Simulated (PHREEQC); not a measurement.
1 kg of water holding 5.9 mmol/kgw Na2CO3 and 4.7 mmol/kgw Na2SO4 is evaporated at 25 °C; the solids stay in contact with the brine. CO2 is held at log p = -3.4 (atm). The run lets Burkeite, Mirabilite, Nahcolite, Natron, Thenardite, Trona precipitate or redissolve, and no other solid.

Base run: PHREEQC, Pitzer model, pitzer.dat. Each further column changes one thing. The table gives ionic strength.

| H2O removed (mol) | base | temperature from 25 to 5 °C | temperature from 25 to 75 °C |
|---|---|---|---|
| 0 | 0.0270 | 0.0266 | 0.0281 |
| 30.18 | 0.0611 | 0.0596 | 0.0635 |
| 46.01 | 0.170 | 0.165 | 0.175 |
| 51.94 | 0.467 | 0.457 | 0.477 |
| 53.88 | 1.04 | 1.03 | 1.06 |
| 54.76 | 2.31 | 2.19 | 2.33 |
| 55.23 | 6.21 | 4.68 | 6.20 |

 At this temperature some constants are extrapolated from 25 °C, and those without enthalpy data are left unchanged.
